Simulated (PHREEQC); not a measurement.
4 g of hydrous ferric oxide (600 m²/g; 0.2 weak and 0.005 strong sites per Fe, Dzombak-Morel constants, diffuse double layer) in 1 kg of water with 0.05 mol/kgw of an inert sodium salt and 0.0032 mol Na2SeO4, at 25 °C; the pH is set by adding NaOH or the inert anion's acid. Oxygen is held at 0.21 atm. The system is closed to CO2. Nothing may precipitate in this run.

Computed with PHREEQC (ion-association model, wateq4f.dat).

| pH | Se sorbed (%) | surface charge σ (C/m²) | surface potential ψ (mV) |
|---|---|---|---|
| 3 | 97.2 | 0.118 | 109 |
| 3.38 | 97.1 | 0.116 | 109 |
| 4.12 | 96.0 | 0.104 | [?] |
| 4.5 | 94.2 | 0.093 | 98 |
| 5.25 | 84.9 | 0.067 | [?] |
| 5.62 | 76.0 | 0.055 | 73 |
| 6.38 | 50.1 | [?] | 54 |
| 6.75 | 35.8 | 0.028 | 45 |
| 7.5 | [?] | 0.014 | [?] |
| 7.88 | 3.9 | 0.005 | 9 |
| 8.62 | 0.3 | -0.015 | -26 |
| 9 | 0.1 | -0.028 | -44 |

Question: Complete the blanks.

Answer: 
- 4.12, surface potential ψ (mV): 104
- 5.25, surface potential ψ (mV): 82
- 6.38, surface charge σ (C/m²): 0.036
- 7.5, Se sorbed (%): 11.0
- 7.5, surface potential ψ (mV): 24

The oxide is taken as insoluble; below pH 4 it would dissolve.
